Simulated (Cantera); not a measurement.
What does this Cantera script print?

```python
import numpy as np
import cantera as ct

gas_names = [...]  # 113 gases of nasa_gas.yaml made of C, H, O, Ta
cond_names = """
    C(gr) C6H6(L) C7H8(L) C8H18(L),n-octa H2O(s) H2O(L) Ta(cr) Ta(L) TaC(s) TaC(L) Ta2O5(s) Ta2O5(L)
""".split()


# ... load() reads the species with a 1 bar reference pressure and builds the phases ...
atoms = {
    'Ta(OEt)5': {'Ta': 1, 'C': 10, 'H': 25, 'O': 5},
    'CO2': {'C': 1, 'O': 2},
    'H2': {'H': 2},
}
top_T = {'C(gr)': 4500}  # K; cautious upper limits of use, not melting points


# ... equilibrate(T, P, feed) seeds the gas with the atoms and calls Mixture.equilibrate('TP', solver="vcs", rtol=1e-11, max_steps=5000) ...
results = []
feed = {'Ta(OEt)5': 1, 'CO2': 4.8, 'H2': 420}  # mol
for P in [0.1, 0.6, 3.6, 22, 130, 770, 4600, 28000, 170000, 1000000]:
    for T in [1123, 1148, 1173, 1198, 1223, 1248, 1273, 1298, 1323, 1348, 1373, 1398, 1423]:
        mix = equilibrate(T, P, feed)
        results.append((T, P, feed, dict(zip(mix.species_names, mix.species_moles))))

for T, P, feed, n in results:
    print(f"{T:7g} {P:10.4g}  " + (" + ".join(c for c in cond_names if n.get(c, 0) > 1e-12) or "gas only"))
```

Output:

```
   1123        0.1  TaC(s) + Ta2O5(s)
   1148        0.1  TaC(s) + Ta2O5(s)
   1173        0.1  TaC(s) + Ta2O5(s)
   1198        0.1  TaC(s) + Ta2O5(s)
   1223        0.1  TaC(s) + Ta2O5(s)
   1248        0.1  TaC(s) + Ta2O5(s)
   1273        0.1  TaC(s) + Ta2O5(s)
   1298        0.1  TaC(s) + Ta2O5(s)
   1323        0.1  TaC(s) + Ta2O5(s)
   1348        0.1  TaC(s) + Ta2O5(s)
   1373        0.1  TaC(s) + Ta2O5(s)
   1398        0.1  Ta(cr) + TaC(s)
   1423        0.1  Ta(cr) + TaC(s)
   1123        0.6  TaC(s) + Ta2O5(s)
   1148        0.6  TaC(s) + Ta2O5(s)
   1173        0.6  TaC(s) + Ta2O5(s)
   1198        0.6  TaC(s) + Ta2O5(s)
   1223        0.6  TaC(s) + Ta2O5(s)
   1248        0.6  TaC(s) + Ta2O5(s)
   1273        0.6  TaC(s) + Ta2O5(s)
   1298        0.6  TaC(s) + Ta2O5(s)
   1323        0.6  TaC(s) + Ta2O5(s)
   1348        0.6  TaC(s) + Ta2O5(s)
   1373        0.6  TaC(s) + Ta2O5(s)
   1398        0.6  TaC(s) + Ta2O5(s)
   1423        0.6  TaC(s) + Ta2O5(s)
   1123        3.6  TaC(s) + Ta2O5(s)
   1148        3.6  TaC(s) + Ta2O5(s)
   1173        3.6  TaC(s) + Ta2O5(s)
   1198        3.6  TaC(s) + Ta2O5(s)
   1223        3.6  TaC(s) + Ta2O5(s)
   1248        3.6  TaC(s) + Ta2O5(s)
   1273        3.6  TaC(s) + Ta2O5(s)
   1298        3.6  TaC(s) + Ta2O5(s)
   1323        3.6  TaC(s) + Ta2O5(s)
   1348        3.6  TaC(s) + Ta2O5(s)
   1373        3.6  TaC(s) + Ta2O5(s)
   1398        3.6  TaC(s) + Ta2O5(s)
   1423        3.6  TaC(s) + Ta2O5(s)
   1123         22  TaC(s) + Ta2O5(s)
   1148         22  TaC(s) + Ta2O5(s)
   1173         22  TaC(s) + Ta2O5(s)
   1198         22  TaC(s) + Ta2O5(s)
   1223         22  TaC(s) + Ta2O5(s)
   1248         22  TaC(s) + Ta2O5(s)
   1273         22  TaC(s) + Ta2O5(s)
   1298         22  TaC(s) + Ta2O5(s)
   1323         22  TaC(s) + Ta2O5(s)
   1348         22  TaC(s) + Ta2O5(s)
   1373         22  TaC(s) + Ta2O5(s)
   1398         22  TaC(s) + Ta2O5(s)
   1423         22  TaC(s) + Ta2O5(s)
   1123        130  TaC(s) + Ta2O5(s)
   1148        130  TaC(s) + Ta2O5(s)
   1173        130  TaC(s) + Ta2O5(s)
   1198        130  TaC(s) + Ta2O5(s)
   1223        130  TaC(s) + Ta2O5(s)
   1248        130  TaC(s) + Ta2O5(s)
   1273        130  TaC(s) + Ta2O5(s)
   1298        130  TaC(s) + Ta2O5(s)
   1323        130  TaC(s) + Ta2O5(s)
   1348        130  TaC(s) + Ta2O5(s)
   1373        130  TaC(s) + Ta2O5(s)
   1398        130  TaC(s) + Ta2O5(s)
   1423        130  TaC(s) + Ta2O5(s)
   1123        770  TaC(s) + Ta2O5(s)
   1148        770  TaC(s) + Ta2O5(s)
   1173        770  TaC(s) + Ta2O5(s)
   1198        770  TaC(s) + Ta2O5(s)
   1223        770  TaC(s) + Ta2O5(s)
   1248        770  TaC(s) + Ta2O5(s)
   1273        770  TaC(s) + Ta2O5(s)
   1298        770  TaC(s) + Ta2O5(s)
   1323        770  TaC(s) + Ta2O5(s)
   1348        770  TaC(s) + Ta2O5(s)
   1373        770  TaC(s) + Ta2O5(s)
   1398        770  TaC(s) + Ta2O5(s)
   1423        770  TaC(s) + Ta2O5(s)
   1123       4600  TaC(s) + Ta2O5(s)
   1148       4600  TaC(s) + Ta2O5(s)
   1173       4600  TaC(s) + Ta2O5(s)
   1198       4600  TaC(s) + Ta2O5(s)
   1223       4600  TaC(s) + Ta2O5(s)
   1248       4600  TaC(s) + Ta2O5(s)
   1273       4600  TaC(s) + Ta2O5(s)
   1298       4600  TaC(s) + Ta2O5(s)
   1323       4600  TaC(s) + Ta2O5(s)
   1348       4600  TaC(s) + Ta2O5(s)
   1373       4600  TaC(s) + Ta2O5(s)
   1398       4600  TaC(s) + Ta2O5(s)
   1423       4600  TaC(s) + Ta2O5(s)
   1123    2.8e+04  TaC(s) + Ta2O5(s)
   1148    2.8e+04  TaC(s) + Ta2O5(s)
   1173    2.8e+04  TaC(s) + Ta2O5(s)
   1198    2.8e+04  TaC(s) + Ta2O5(s)
   1223    2.8e+04  TaC(s) + Ta2O5(s)
   1248    2.8e+04  TaC(s) + Ta2O5(s)
   1273    2.8e+04  TaC(s) + Ta2O5(s)
   1298    2.8e+04  TaC(s) + Ta2O5(s)
   1323    2.8e+04  TaC(s) + Ta2O5(s)
   1348    2.8e+04  TaC(s) + Ta2O5(s)
   1373    2.8e+04  TaC(s) + Ta2O5(s)
   1398    2.8e+04  TaC(s) + Ta2O5(s)
   1423    2.8e+04  TaC(s) + Ta2O5(s)
   1123    1.7e+05  Ta2O5(s)
   1148    1.7e+05  Ta2O5(s)
   1173    1.7e+05  Ta2O5(s)
   1198    1.7e+05  Ta2O5(s)
   1223    1.7e+05  Ta2O5(s)
   1248    1.7e+05  Ta2O5(s)
   1273    1.7e+05  TaC(s) + Ta2O5(s)
   1298    1.7e+05  TaC(s) + Ta2O5(s)
   1323    1.7e+05  TaC(s) + Ta2O5(s)
   1348    1.7e+05  TaC(s) + Ta2O5(s)
   1373    1.7e+05  TaC(s) + Ta2O5(s)
   1398    1.7e+05  TaC(s) + Ta2O5(s)
   1423    1.7e+05  TaC(s) + Ta2O5(s)
   1123      1e+06  Ta2O5(s)
   1148      1e+06  Ta2O5(s)
   1173      1e+06  Ta2O5(s)
   1198      1e+06  Ta2O5(s)
   1223      1e+06  Ta2O5(s)
   1248      1e+06  Ta2O5(s)
   1273      1e+06  Ta2O5(s)
   1298      1e+06  Ta2O5(s)
   1323      1e+06  Ta2O5(s)
   1348      1e+06  Ta2O5(s)
   1373      1e+06  Ta2O5(s)
   1398      1e+06  Ta2O5(s)
   1423      1e+06  TaC(s) + Ta2O5(s)
```

These are equilibrium values from Cantera (NASA tables, ideal gas, pure condensed phases), not measurements of a reactor. The feed counts by its element totals alone. Mutual solubility and eutectic melting of coexisting phases are not modelled. TaC: taken at fixed stoichiometry. Condensed phases not in the tables: Ta2C, N, O or C dissolved in the metal.
